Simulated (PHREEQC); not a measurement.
Consider water at 25 °C with 0.014 mol HF and 0.0017 mol Na2HPO4 per kg of water. Closed to the air; pH follows from the charge balance.

Equilibrium calculation in PHREEQC: ion-association model, phreeqc.dat.

```csv
quantity,before,after
pH,2.73,2.89
ionic strength (mol/kgw),0.00537,0.00479
```

Question: What was changed between the two runs?
A) Na2HPO4 left out
B) HF from 0.014 to 0.028 mol/kgw
C) temperature from 25 to 55 °C
D) Na2HPO4 from 0.0017 to 0.00153 mol/kgw
E) 0.018 mol/kgw KHF2 added

Answer: C, temperature from 25 to 55 °C

Precipitation was switched off in this run. Away from 25 °C the constants follow the database's enthalpies or fits; those with neither stay at their 25 °C values.
